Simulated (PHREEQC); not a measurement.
**Buffer: speciation**

Make-up at 20 °C: 0.013 mol/kgw NaHCO3, 0.018 mol/kgw NaOH and 4.7e-05 mol/kgw NaCl. Closed to the air; pH follows from the charge balance.

Computed with PHREEQC (ion-association model, wateq4f.dat).

```
Property                   Value
----------------  --------------
pH                         11.81
ionic strength    0.0394 mol/kgw
total alkalinity     31.0 meq/kg
```

```
species  molality  activity   log γ
-------  --------  --------  ------
Na+        0.0288    0.0242  -0.077
CO3-2      0.0106   0.00533  -0.297
OH-       0.00524   0.00434  -0.082
NaCO3-    0.00220   0.00186  -0.074
HCO3-    0.000235  0.000198  -0.074
Cl-       4.70e-5   3.90e-5  -0.081
NaHCO3    2.66e-6   2.69e-6   0.004
```

No solid was allowed to form.
